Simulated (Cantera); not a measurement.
Input (Python, Cantera) and output of one run.

```python
import numpy as np
import cantera as ct

gas_names = [...]  # 118 gases of nasa_gas.yaml made of C, Cl, F, H
cond_names = """
    C(gr) C6H6(L) C7H8(L) C8H18(L),n-octa
""".split()


# ... load() reads the species with a 1 bar reference pressure and builds the phases ...
atoms = {
    'C2F6': {'C': 2, 'F': 6},
    'HCl': {'H': 1, 'CL': 1},
    'H2': {'H': 2},
}
top_T = {'C(gr)': 4500}  # K; cautious upper limits of use, not melting points


# ... equilibrate(T, P, feed) seeds the gas with the atoms and calls Mixture.equilibrate('TP', solver="vcs", rtol=1e-11, max_steps=5000) ...
results = []
T = 1050  # K
P = 10000  # Pa
for m in [0.087, 0.37, 0.65, 0.93, 1.2, 1.5, 1.8]:
    feed = {'C2F6': 1, 'HCl': m, 'H2': 0.16}  # mol
    mix = equilibrate(T, P, feed)
    results.append((T, P, feed, dict(zip(mix.species_names, mix.species_moles))))

top = {s: max(r[3][s] / sum(r[3][g] for g in gas_names) for r in results) for s in gas_names}
cols = sorted((s for s in top if top[s] > 0.0001), key=lambda s: -top[s])[:8]
seen = [c for c in cond_names if any(r[3].get(c, 0) > 1e-12 for r in results)]
print("log10 of partial pressures in bar; condensed amounts in mol")
print(f"{'n(HCl)':>10s}" + "".join(f"{s[:9]:>10s}" for s in cols + seen))
for T, P, feed, n in results:
    ng = sum(n[g] for g in gas_names)
    print(f"{feed['HCl']:10.4g}" + "".join(f"{np.log10(max(n[s] / ng * P / 1e5, 1e-99)):10.3f}" for s in cols)
          + "".join(f"{n.get(c, 0):10.4g}" for c in seen))
```

Result:

```
log10 of partial pressures in bar; condensed amounts in mol
    n(HCl)       CF4       HCL        HF       CL2     CCLF3        CL    CCL2F2     C(gr)
     0.087    -1.113    -2.430    -1.732    -3.532    -3.365    -4.867    -5.536    0.5827
      0.37    -1.191    -1.928    -1.688    -2.656    -2.985    -4.429    -4.699    0.6038
      0.65    -1.259    -1.755    -1.654    -2.412    -2.914    -4.307    -4.489    0.6275
      0.93    -1.320    -1.654    -1.631    -2.287    -2.897    -4.245    -4.394    0.6512
       1.2    -1.373    -1.588    -1.615    -2.211    -2.899    -4.207    -4.345    0.6737
       1.5    -1.426    -1.534    -1.603    -2.155    -2.911    -4.178    -4.315    0.6982
       1.8    -1.476    -1.493    -1.595    -2.114    -2.928    -4.158    -4.299    0.7222
```

Equilibrium computed with Cantera from the NASA thermochemical tables; the gas is ideal and each condensed phase is pure. The feed counts by its element totals alone. Gases not in the tables: C2F6 and larger saturated fluorocarbons.
